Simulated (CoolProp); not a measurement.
Saturation properties of isohexane.

The numbers come from the reference Helmholtz-energy equation of state, Lemmon 2006 in CoolProp. It is a short technical equation, of lower accuracy than the large ones.

| T (K) | p (MPa) | vapour density (kg/m³) | enthalpy of vaporisation (kJ/kg) | surface tension (mN/m) |
|---|---|---|---|---|
| 312.6 | 0.04969 | 1.697 | 337.7 | 15.4 |
| 326.7 | 0.08155 | 2.700 | 327.9 | 14.0 |
| 340.8 | 0.1276 | 4.116 | 317.5 | 12.7 |
| 354.9 | 0.1918 | 6.058 | 306.6 | 11.3 |
| 369.1 | 0.2789 | 8.680 | 294.7 | ? |
| 383.2 | 0.3923 | 12.11 | 282.0 | ? |
| 397.3 | 0.5374 | 16.57 | 268.1 | ? |
| 411.4 | 0.7194 | 22.36 | 252.7 | 6.20 |
| 425.5 | ? | 29.87 | 235.5 | 5.01 |
| 439.6 | 1.217 | 39.74 | 215.7 | 3.87 |

Fill in the missing entries.


- 369.1, surface tension (mN/m): 9.98
- 383.2, surface tension (mN/m): 8.69
- 397.3, surface tension (mN/m): 7.43
- 425.5, p (MPa): 0.9438

It boils at 333.4 K under 1 atm.

Surface tension comes from a separate correlation (Mulero 2012).
